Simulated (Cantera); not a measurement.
A closed system holds: 1 mol Si(CH3)4, 0.34 mol HCl, 1.3 mol H2, at 10.0 mbar.

These are equilibrium values from Cantera (NASA tables, ideal gas, pure condensed phases), not measurements of a reactor. Candidate condensed phases: C, C6H6, C7H8, C8H18, Si, SiC; 109 gas species. The tables' values for SiCl are old estimates; treat these amounts as uncertain. Gases not in the tables: Si2H6 and higher silanes. Kinetics and transport are ignored.

x: gas mole fraction; n: condensed amount in mol.

| T (°C) | x H2 | x H | x Si | x HCl | x SiC2 | n C(graphite) | n SiC(s) |
|---|---|---|---|---|---|---|---|
| 1075 | 0.955 | 2.26e-5 | 7.08e-11 | 0.0445 | <1e-12 | 3.00 | 1.000 |
| 1175 | 0.955 | 9.01e-5 | 1.73e-9 | 0.0444 | 1.90e-12 | 3.00 | 1.000 |
| 1275 | 0.955 | 0.000301 | 2.78e-8 | 0.0444 | 7.22e-11 | 3.00 | 1.000 |
| 1375 | 0.955 | 0.000870 | 3.18e-7 | 0.0443 | 1.75e-9 | 3.00 | 0.999 |
| 1475 | 0.953 | 0.00223 | 2.74e-6 | 0.0441 | 2.93e-8 | 3.00 | 0.999 |
| 1575 | 0.950 | (withheld) | (withheld) | 0.0438 | (withheld) | 3.00 | 0.998 |
| 1675 | 0.944 | 0.0110 | 0.000105 | 0.0434 | 3.37e-6 | 2.99 | 0.997 |
| 1775 | 0.933 | 0.0216 | 0.000493 | 0.0426 | 2.54e-5 | 2.99 | 0.993 |
| 1875 | 0.913 | (withheld) | (withheld) | 0.0413 | (withheld) | 2.99 | 0.977 |
| 1975 | 0.877 | 0.0688 | 0.00720 | 0.0392 | 0.000827 | 3.02 | 0.919 |
| 2075 | 0.814 | 0.111 | 0.0231 | 0.0356 | 0.00375 | 3.12 | 0.722 |
| 2175 | 0.698 | 0.166 | 0.0675 | 0.0295 | 0.0150 | 3.49 | 0.0382 |
| 2275 | 0.618 | 0.243 | 0.0696 | 0.0262 | 0.0207 | 3.38 | 0 |

Problem. What belongs in the gaps?

Solution. 
- 1875, x H: 0.0398
- 1875, x Si: 0.00201
- 1875, x SiC2: 0.000157
- 1575, x H: 0.00517
- 1575, x Si: 1.87e-5
- 1575, x SiC2: 3.58e-7
